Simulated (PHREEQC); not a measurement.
# Alkaline etch or developer: an equilibrium model

Make-up at 90 °C: 0.0094 mol/kgw NH3, 0.0016 mol/kgw Na2SiO3 and 0.015 mol/kgw Na2CO3. Closed to the air; pH follows from the charge balance.

Computed with PHREEQC (ion-association model, wateq4f.dat).

Each row changes one thing in this solution. No solid was allowed to form.

| case | pH | ionic strength (mol/kgw) | Na+ (mol/kgw) | NaCO3- (mol/kgw) | CO3-2 (mol/kgw) | HCO3- (mol/kgw) | SI of Nahcolite (NaHCO3) | SI of Natron (Na2CO3:10H2O) |
|---|---|---|---|---|---|---|---|---|
| as made | 9.98 | 0.0266 | 0.0236 | 0.00957 | 0.00292 | 0.00248 | -4.32 | -6.99 |
| NH3 replaced by NH4Br at the same molality | 9.23 | 0.0291 | 0.0273 | 0.00581 | 0.00157 | 0.00753 | -3.78 | ? |
| Na2CO3 from 0.015 to 0.003 mol/kgw | 9.85 | 0.00893 | 0.00807 | 0.00113 | 0.000786 | 0.00108 | -5.09 | -8.33 |
| Na2CO3 from 0.015 to 0.0135 mol/kgw | 9.98 | 0.0246 | 0.0218 | 0.00838 | 0.00271 | 0.00238 | -4.37 | ? |
| Na2SiO3 from 0.0016 to 0.008 mol/kgw | 10.30 | 0.0376 | 0.0346 | 0.0114 | 0.00261 | 0.000999 | -4.57 | -6.77 |
| NH3 left out | 9.98 | 0.0266 | 0.0236 | 0.00956 | 0.00292 | 0.00250 | -4.32 | -6.99 |
| diluted 5-fold with water | 9.67 | 0.00659 | 0.00587 | 0.000770 | 0.000701 | 0.00152 | -5.07 | -8.62 |
| Na2SiO3 left out | 9.88 | 0.0242 | 0.0212 | 0.00881 | 0.00292 | 0.00325 | ? | -7.07 |

What belongs in the gaps?


- NH3 replaced by NH4Br at the same molality, SI of Natron (Na2CO3:10H2O): -7.15
- Na2CO3 from 0.015 to 0.0135 mol/kgw, SI of Natron (Na2CO3:10H2O): -7.08
- Na2SiO3 left out, SI of Nahcolite (NaHCO3): -4.25

At this temperature some constants are extrapolated from 25 °C, and those without enthalpy data are left unchanged.
